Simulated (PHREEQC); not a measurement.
Consider water at 43 °C with 10 mmol/kgw HF, 170 mmol/kgw (CH3)4NF and 0.033 mmol/kgw H2SiF6. Closed to the air; pH follows from the charge balance.

Equilibrium calculation in PHREEQC: ion-association model, phreeqc.dat.

Each row changes one thing in this solution. No solid was allowed to form.

```tsv
case	pH	F- (mol/kgw)	HF (mol/kgw)	HF2- (mol/kgw)	SI of Quartz (SiO2)
as made	4.61	0.166	0.00590	0.00413	-6.79
temperature from 43 to 70 °C	4.84	0.166	0.00584	0.00420	-5.28
diluted 10-fold with water	4.53	(withheld)	0.000910	6.56e-5	-2.47
temperature from 43 to 40 °C	4.58	0.166	0.00593	0.00410	-6.96
temperature from 43 to 10 °C	4.32	0.166	0.00646	0.00355	(withheld)
```

### Question
Complete the blanks.

### Answer

- diluted 10-fold with water, F- (mol/kgw): 0.0170
- temperature from 43 to 10 °C, SI of Quartz (SiO2): -8.80

(CH3)4N+ isn't in the database: it is added as a free cation with an ion size of 4 Å. Constants without temperature data keep their 25 °C values here. SiF6-2 is the database's only silicon fluoride.
